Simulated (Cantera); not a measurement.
Feed: 1 mol H2S, 0.11 mol SO2, 0.55 mol N2, held at 7.50 Torr.

Equilibrium computed with Cantera from the NASA thermochemical tables; the gas is ideal and each condensed phase is pure. Candidate condensed phases: H2O, H2SO4, S; 35 gas species. Rates play no part.

x: gas mole fraction; nothing condenses.

```tsv
T (°C)	x H2	x N2	x S2	x H2S	x H2O	x SH	x SO2
1075	0.281	0.275	0.222	0.109	0.109	…	0.000433
1100	0.291	0.274	0.226	0.0982	0.108	…	0.000506
1125	0.299	0.273	0.229	0.0882	0.108	…	0.000591
1150	0.306	0.272	0.232	0.0793	0.107	…	0.000689
1175	0.312	0.270	0.235	0.0714	0.106	…	0.000801
1200	0.318	0.269	0.237	0.0643	0.105	…	0.000930
1225	0.324	0.269	0.239	0.0580	0.104	…	0.00108
1250	0.328	0.268	0.240	0.0524	0.104	…	0.00124
1275	0.333	0.267	0.241	0.0474	0.103	…	0.00142
1300	0.336	0.266	0.242	0.0430	0.102	…	0.00163
1325	0.340	0.266	0.243	0.0390	0.101	…	0.00185
1350	0.343	0.265	0.244	0.0355	0.0998	…	0.00209
1375	0.346	0.265	0.244	0.0323	0.0987	…	0.00235
```

### Question
Complete the blanks.

### Answer

- 1075, x SH: 0.00207
- 1100, x SH: 0.00239
- 1125, x SH: 0.00274
- 1150, x SH: 0.00313
- 1175, x SH: 0.00354
- 1200, x SH: 0.00399
- 1225, x SH: 0.00447
- 1250, x SH: 0.00498
- 1275, x SH: 0.00552
- 1300, x SH: 0.00610
- 1325, x SH: 0.00671
- 1350, x SH: 0.00735
- 1375, x SH: 0.00803
